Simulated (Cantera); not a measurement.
Input: 1 mol Si, 1.7 mol O2, 72 mol N2, 20 mol NH3, equilibrated at 13.3 mbar.

Method: chemical equilibrium by Gibbs-energy minimisation in Cantera with the NASA 1993 tables (ideal gas, pure condensed phases). Candidate condensed phases: H2O, Si, SiO2, Si2N2O, Si3N4; 35 gas species. The tables hold silica as quartz up to 1696 K and as liquid above; real silica turns to tridymite and cristobalite and melts near 1996 K. The numbers say what is thermodynamically allowed, not how fast it happens.

x: gas mole fraction; n: condensed amount in mol.

```tsv
T (K)	x N2	x H2	x H2O	x SiO	x H	x OH	x SiO2	n SiO2(β-quartz)	n SiO2(condensed)
1650	0.732	0.255	0.0126	0.000132	0.000397	[?]	1.19e-8	0.985	0
1700	0.732	0.254	0.0129	0.000409	0.000644	[?]	4.18e-8	0	0.954
1750	0.731	0.253	0.0136	0.00112	0.00101	[?]	1.35e-7	0	0.874
1800	0.730	0.251	0.0152	0.00272	0.00155	[?]	4.08e-7	0	0.694
1850	0.727	0.247	0.0182	0.00576	0.00232	[?]	1.16e-6	0	0.350
1900	0.724	0.242	0.0212	0.00883	0.00338	[?]	2.31e-6	0	0
1950	0.724	0.241	0.0211	0.00883	0.00488	[?]	2.52e-6	0	0
```

Q: Fill in the missing entries.

A: 
- 1650, x OH: 8.89e-7
- 1700, x OH: 1.69e-6
- 1750, x OH: 3.19e-6
- 1800, x OH: 6.20e-6
- 1850, x OH: 1.26e-5
- 1900, x OH: 2.43e-5
- 1950, x OH: 3.88e-5
